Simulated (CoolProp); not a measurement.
Saturation properties of n-perfluorohexane.

The numbers come from the reference Helmholtz-energy equation of state, Gao 2022 in CoolProp.

```json
[
 {"T (K)": "351.8", "p (kPa)": "199.0", "liquid density (kg/m³)": "1506", "vapour density (kg/m³)": "(withheld)", "enthalpy of vaporisation (kJ/kg)": "78.01", "liquid cp (kJ/(kg K))": "1.135"},
 {"T (K)": "358.8", "p (kPa)": "242.8", "liquid density (kg/m³)": "1481", "vapour density (kg/m³)": "31.22", "enthalpy of vaporisation (kJ/kg)": "75.74", "liquid cp (kJ/(kg K))": "1.148"},
 {"T (K)": "365.8", "p (kPa)": "293.5", "liquid density (kg/m³)": "1455", "vapour density (kg/m³)": "37.79", "enthalpy of vaporisation (kJ/kg)": "73.36", "liquid cp (kJ/(kg K))": "1.161"},
 {"T (K)": "372.8", "p (kPa)": "352.0", "liquid density (kg/m³)": "1427", "vapour density (kg/m³)": "45.51", "enthalpy of vaporisation (kJ/kg)": "70.85", "liquid cp (kJ/(kg K))": "1.176"},
 {"T (K)": "379.8", "p (kPa)": "418.9", "liquid density (kg/m³)": "1398", "vapour density (kg/m³)": "54.57", "enthalpy of vaporisation (kJ/kg)": "68.21", "liquid cp (kJ/(kg K))": "1.192"},
 {"T (K)": "386.9", "p (kPa)": "496.2", "liquid density (kg/m³)": "1367", "vapour density (kg/m³)": "65.41", "enthalpy of vaporisation (kJ/kg)": "65.35", "liquid cp (kJ/(kg K))": "1.210"},
 {"T (K)": "393.9", "p (kPa)": "582.6", "liquid density (kg/m³)": "1334", "vapour density (kg/m³)": "78.05", "enthalpy of vaporisation (kJ/kg)": "(withheld)", "liquid cp (kJ/(kg K))": "1.231"},
 {"T (K)": "400.9", "p (kPa)": "680.2", "liquid density (kg/m³)": "1298", "vapour density (kg/m³)": "93.11", "enthalpy of vaporisation (kJ/kg)": "59.06", "liquid cp (kJ/(kg K))": "(withheld)"},
 {"T (K)": "407.9", "p (kPa)": "789.9", "liquid density (kg/m³)": "1258", "vapour density (kg/m³)": "111.2", "enthalpy of vaporisation (kJ/kg)": "55.47", "liquid cp (kJ/(kg K))": "1.286"},
 {"T (K)": "414.9", "p (kPa)": "913.0", "liquid density (kg/m³)": "1214", "vapour density (kg/m³)": "133.5", "enthalpy of vaporisation (kJ/kg)": "51.47", "liquid cp (kJ/(kg K))": "1.327"}
]
```

Task: Complete the blanks.

Result: 
- 351.8, vapour density (kg/m³): 25.63
- 393.9, enthalpy of vaporisation (kJ/kg): 62.33
- 400.9, liquid cp (kJ/(kg K)): 1.256

It boils at 330.3 K under 1 atm.
